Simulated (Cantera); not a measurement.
## Adiabatic ignition

An adiabatic, constant-pressure homogeneous reactor starts with CH4 : H2 : O2 : N2 = 0.79 : 0.2 : 0.913 : 3.43 (molar parts), equivalence ratio 1.8, at 975 K and 5.00 bar.

Computed with Cantera and GRI-Mech 3.0 (53 species, 325 reactions). Below about 1000 K GRI-Mech 3.0 lacks low-temperature oxidation paths.

```csv
t (s),T (K),x CH4,x H2,x O2,x C2H6,x OH
7.00e-6,975,0.148,0.0375,0.171,<1e-12,<1e-12
1.51e-5,975,0.148,0.0375,0.171,<1e-12,<1e-12
3.25e-5,975,0.148,0.0375,0.171,<1e-12,<1e-12
7.00e-5,975,0.148,0.0375,0.171,<1e-12,<1e-12
0.000151,975,0.148,0.0375,0.171,<1e-12,1.05e-12
0.000325,975,0.148,0.0375,0.171,1.74e-12,1.46e-12
0.000700,975,0.148,0.0375,0.171,7.36e-12,2.40e-12
0.00151,975,0.148,0.0375,0.171,4.28e-11,5.92e-12
0.00325,975,0.148,0.0375,0.171,5.77e-10,2.53e-11
0.00700,975,0.148,0.0375,0.171,4.12e-8,3.35e-10
0.0151,979,0.148,0.0372,0.171,1.74e-5,1.28e-8
0.0325,2222,2.71e-9,0.145,3.75e-7,<1e-12,0.000164
0.0700,2222,6.43e-10,0.145,3.76e-7,<1e-12,0.000164
0.151,2222,6.40e-10,0.145,3.77e-7,<1e-12,0.000164
0.325,2222,6.40e-10,0.145,3.77e-7,<1e-12,0.000164
0.700,2222,6.40e-10,0.145,3.77e-7,<1e-12,0.000164
```
x: mole fraction; the columns are a selection and need not sum to one.

```yaml
time_of_steepest_temperature_rise: 27.7 ms
temperature at 0.700 s: 2222 K
equilibrium_temperature: 2222 K
x(CH4) at 0.700 s: 6.40e-10 (gas-phase equilibrium 7.27e-10)
x(H2) at 0.700 s: 0.145 (gas-phase equilibrium 0.145)
x(O2) at 0.700 s: 3.77e-7 (gas-phase equilibrium 3.77e-7)
```
